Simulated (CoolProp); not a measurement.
The fluid at 345.22 K and 0.241 MPa flows at 0.33 m/s in a round tube of 4.6 mm bore and 0.25 µm roughness, fully developed (64/Re and Nu = 3.66 if laminar; Colebrook and Gnielinski if turbulent). The same conditions are run with several fluids, on thermodynamics alone (safety and materials aside).

Values from CoolProp's reference Helmholtz-energy equation of state of each fluid (R236EA: Rui 2013; R124: de Vries 1995; carbon dioxide: Span 1996; R143a: Lemmon and Jacobsen 2000; CF4 (R14): Platzer 1990). The equations of Platzer and Polt are older, rougher fits.

| fluid | Reynolds number | Darcy friction factor | pressure drop (Pa/m) | heat-transfer coefficient (W/(m² K)) | mass flow (kg/h) |
|---|---|---|---|---|---|
| R236EA | 1610 | 0.0397 | 6.31 | 14.3 | 0.265 |
| R124 | 1210 | 0.0530 | 7.47 | 13.5 | 0.235 |
| carbon dioxide | 329 | 0.194 | 8.56 | 16.2 | 0.0735 |
| R143a | 852 | 0.0751 | 6.43 | 15.6 | 0.143 |
| CF4 (R14) | 576 | 0.111 | 9.77 | 15.8 | 0.147 |

Transport values come from each fluid's own correlations; those of R236EA, R124, R143a, CF4 (R14) are estimates that may be off by 10 % or more.
